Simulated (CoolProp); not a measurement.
Ethane at 298.15 K and 8.23 MPa is throttled through a valve to 2.76 MPa with no heat exchange. Each further row changes one setting.

The numbers come from the reference Helmholtz-energy equation of state, Bücker 2006 in CoolProp.

```csv
case,temperature change (K),final phase,final density (kg/m³)
as stated,-18.9,?,?
outlet pressure 0.828 MPa,?,?,?
outlet pressure 3.59 MPa,?,?,?
```

Task: Fill in the missing entries.

Result: 
- as stated, final phase: two-phase, vapour fraction 0.193
- as stated, final density (kg/m³): 179
- outlet pressure 0.828 MPa, temperature change (K): -63.1
- outlet pressure 0.828 MPa, final phase: two-phase, vapour fraction 0.475
- outlet pressure 0.828 MPa, final density (kg/m³): 30.4
- outlet pressure 3.59 MPa, temperature change (K): -7.2
- outlet pressure 3.59 MPa, final phase: two-phase, vapour fraction 0.030
- outlet pressure 3.59 MPa, final density (kg/m³): 316
